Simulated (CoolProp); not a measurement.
Aqueous potassium formate as a coolant, 13 % by mass, freezing at -6.7 °C, 1 atm.

Model: Melinder's fits for secondary coolants, in CoolProp.

```
T (°C)  Prandtl number  conductivity (W/(m K))  density (kg/m³)  viscosity (mPa s)
------  --------------  ----------------------  ---------------  -----------------
-2.3              15.0                   0.541             1083               2.19
1.4               13.3                   0.547             1082               1.96
5.1               11.8                   0.552             1082               1.77
8.8               10.6                   0.557             1081               1.60
12.5              9.58                   0.562             1080               1.46
16.2              8.69                   0.567             1079               1.33
19.9              7.92                   0.572             1078               1.22
23.6              7.24                   0.577             1077               1.13
27.4              6.63                   0.582             1076               1.04
31.1              6.10                   0.587             1074              0.965
34.8              5.63                   0.592             1073              0.897
38.5              5.20                   0.597             1072              0.835
```
